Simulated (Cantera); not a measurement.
Premixed flame

A freely propagating, adiabatic, planar premixed flame of 7.94 % CH4, 15.9 % O2, 76.2 % N2, unburnt at 325 K and 1.97 atm; multicomponent+Soret transport, grid criteria slope 0.08 and curve 0.16, no radiation.

Detailed kinetics in Cantera: GRI-Mech 3.0 (53 species, 325 reactions). Burning velocities carry a grid error of a few per cent, more on coarse grids.

```tsv
z (mm)	T (K)	u (m/s)	x CH4	x O2	x C2H2	x CO	x H2O2	x HCO
-1.31	325	0.177	0.0793	0.159	<1e-8	3.63e-6	2.10e-8	<1e-8
-0.872	329	0.179	0.0788	0.158	4.03e-8	5.06e-5	2.93e-7	<1e-8
-0.654	343	0.187	0.0775	0.158	2.45e-7	0.000249	1.41e-6	<1e-8
-0.436	439	0.240	0.0708	0.152	2.58e-6	0.00184	8.94e-6	<1e-8
-0.218	889	0.489	0.0468	0.115	2.26e-5	0.0112	2.77e-5	3.27e-8
-0.109	1283	0.710	0.0246	0.0767	5.07e-5	0.0212	1.53e-5	1.71e-6
0	1657	0.919	0.00389	0.0348	7.60e-5	0.0286	8.37e-7	1.21e-5
0.109	1791	0.989	7.18e-5	0.0167	3.03e-6	0.0209	4.43e-7	1.17e-6
0.218	1843	1.01	8.04e-7	0.0123	2.50e-8	0.0148	3.62e-7	4.04e-8
0.436	1902	1.04	<1e-8	0.00931	<1e-8	0.0106	2.45e-7	1.11e-8
0.872	1954	1.07	<1e-8	0.00685	<1e-8	0.00795	1.50e-7	<1e-8
1.74	1992	1.09	<1e-8	0.00496	<1e-8	0.00568	8.87e-8	<1e-8
3.49	2015	1.10	<1e-8	0.00366	<1e-8	0.00393	5.23e-8	<1e-8
```
x: mole fraction of selected species; z is measured from the peak of heat release.

```
Property                     Result
------------------------  ---------
laminar burning velocity  17.7 cm/s
thermal thickness          0.436 mm
peak x(C2H2)                8.40e-5
peak x(CO)                   0.0286
peak x(H2O2)                2.79e-5
peak x(HCO)                 1.21e-5
```
